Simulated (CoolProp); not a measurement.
Toluene along the isotherm 471.6 K: fugacity coefficient from the reference equation and from simpler models built on Tc = 591.7 K, pc = 4.126 MPa, ω = 0.266; each cubic takes its own stable root.

Values from CoolProp's reference Helmholtz-energy equation of state, Lemmon 2006. It is a short technical equation, of lower accuracy than the large ones.

```
p (MPa)   phase  reference  van der Waals  Redlich-Kwong  Soave-Redlich-Kwong  Peng-Robinson
-------  ------  ---------  -------------  -------------  -------------------  -------------
0.0326      gas     0.9939         0.9960         0.9949               0.9945         0.9941
0.0479      gas     0.9910         0.9941         0.9925               0.9919         0.9914
0.0703      gas     0.9868         0.9914         0.9890               0.9881         0.9873
0.103       gas     0.9806         0.9873         0.9839               0.9826         0.9814
0.151       gas     0.9716         0.9814         0.9764               0.9745         0.9728
0.222       gas     0.9582         0.9727         0.9654               0.9626         0.9601
0.326       gas     0.9387         0.9600         0.9493               0.9451         0.9416
0.479       gas     0.9100         0.9412         0.9256               0.9195         0.9145
0.703       gas     0.8678         0.9137         0.8911               0.8820         0.8750
1.03     liquid     0.6176         0.8734         0.8137               0.6367         0.6240
1.51     liquid     0.4283         0.8131         0.5662               0.4426         0.4328
2.22     liquid     0.2986         0.5877         0.3965               0.3095         0.3017
3.26     liquid     0.2107         0.4248         0.2817               0.2195         0.2129
4.79     liquid     0.1511         0.3151         0.2039               0.1584         0.1526
7.03     liquid     0.1111         0.2428         0.1517               0.1175         0.1121
10.3     liquid    0.08459         0.1973         0.1175              0.09065        0.08529
```

At some of these states van der Waals gives the other phase, because its saturation line lies elsewhere.
